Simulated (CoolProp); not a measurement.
C3F8 (R218) along the isobar 3.5 MPa: fugacity coefficient from the reference equation and from simpler models built on Tc = 71.9 °C, pc = 2.640 MPa, ω = 0.317; each cubic takes its own stable root.

Values from CoolProp's reference Helmholtz-energy equation of state, Lemmon 2006. It is a short technical equation, of lower accuracy than the large ones.

| T (°C) | phase | reference |
|---|---|---|
| 24.15 | liquid | 0.2307 |
| 37.05 | liquid | 0.3028 |
| 50.05 | liquid | 0.3841 |
| 63.05 | liquid | 0.4712 |
| 76.05 | supercritical | 0.5593 |
| 88.95 | supercritical | 0.6345 |
| 101.95 | supercritical | 0.6861 |
| 114.95 | supercritical | 0.7260 |
| 127.95 | supercritical | 0.7592 |
| 140.85 | supercritical | 0.7872 |
| 153.85 | supercritical | 0.8117 |
| 166.85 | supercritical | 0.8332 |

Q: How far does each simpler model (van der Waals, Redlich-Kwong, Soave-Redlich-Kwong, Peng-Robinson) lie from the reference over these 12 states: mean and median of the absolute difference, and the worst?

A: 
- van der Waals: mean 14.0 %, median 4.5 %, worst +62.3 % at 24.15 °C and 3.5 MPa
- Redlich-Kwong: mean 6.4 %, median 3.8 %, worst +23.4 % at 24.15 °C and 3.5 MPa
- Soave-Redlich-Kwong: mean 1.3 %, median 0.8 %, worst +2.9 % at 24.15 °C and 3.5 MPa
- Peng-Robinson: mean 2.6 %, median 2.8 %, worst -3.6 % at 101.95 °C and 3.5 MPa
